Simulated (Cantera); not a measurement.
Cantera run:

```python
import numpy as np
import cantera as ct

gas_names = """
    Electron H H+ H- HI HO2 H2 H2+ H2- H2O H2O+ H2O2 H3O+ I I2 O O+ O- OH OH+ OH- O2 O2+ O2- O3
""".split()
cond_names = """
    H2O(s) H2O(L) I2(cr) I2(L)
""".split()


# ... load() reads the species with a 1 bar reference pressure and builds the phases ...
atoms = {
    'HI': {'H': 1, 'I': 1},
    'H2O': {'H': 2, 'O': 1},
    'H2': {'H': 2},
}
top_T = {}  # K; cautious upper limits of use, not melting points


# ... equilibrate(T, P, feed) seeds the gas with the atoms and calls Mixture.equilibrate('TP', solver="vcs", rtol=1e-11, max_steps=5000) ...
results = []
feed = {'HI': 1, 'H2O': 8.4, 'H2': 4.1}  # mol
P = 1333.22  # Pa
for T in [2500, 2750, 3000, 3250, 3500, 3750, 4000, 4250, 4500, 4750, 5000]:
    mix = equilibrate(T, P, feed)
    results.append((T, P, feed, dict(zip(mix.species_names, mix.species_moles))))

top = {s: max(r[3][s] / sum(r[3][g] for g in gas_names) for r in results) for s in gas_names}
cols = sorted((s for s in top if top[s] > 1e-05), key=lambda s: -top[s])[:7]
seen = [c for c in cond_names if any(r[3].get(c, 0) > 1e-12 for r in results)]
print("log10 of partial pressures in bar; condensed amounts in mol")
print(f"{'T/K':>10s}" + "".join(f"{s[:9]:>10s}" for s in cols + seen))
for T, P, feed, n in results:
    ng = sum(n[g] for g in gas_names)
    print(f"{T:10.4g}" + "".join(f"{np.log10(max(n[s] / ng * P / 1e5, 1e-99)):10.3f}" for s in cols)
          + "".join(f"{n.get(c, 0):10.4g}" for c in seen))
```

Result:

```
log10 of partial pressures in bar; condensed amounts in mol
       T/K         H       H2O        H2         O        OH         I        O2
      2500    -2.810    -2.197    -2.421    -3.841    -3.270    -3.071    -4.003
      2750    -2.409    -2.482    -2.489    -3.092    -2.973    -3.162    -3.481
      3000    -2.159    -3.121    -2.715    -2.701    -3.044    -3.296    -3.510
      3250    -2.056    -4.069    -3.126    -2.557    -3.401    -3.381    -3.909
      3500    -2.024    -5.079    -3.591    -2.516    -3.849    -3.410    -4.419
      3750    -2.015    -6.015    -4.031    -2.505    -4.279    -3.419    -4.908
      4000    -2.011    -6.851    -4.428    -2.502    -4.668    -3.422    -5.349
      4250    -2.010    -7.595    -4.781    -2.501    -5.015    -3.423    -5.742
      4500    -2.010    -8.258    -5.097    -2.500    -5.326    -3.424    -6.093
      4750    -2.009    -8.853    -5.380    -2.500    -5.604    -3.424    -6.407
      5000    -2.009    -9.389    -5.635    -2.500    -5.856    -3.424    -6.691
```

Equilibrium computed with Cantera from the NASA thermochemical tables; the gas is ideal and each condensed phase is pure.
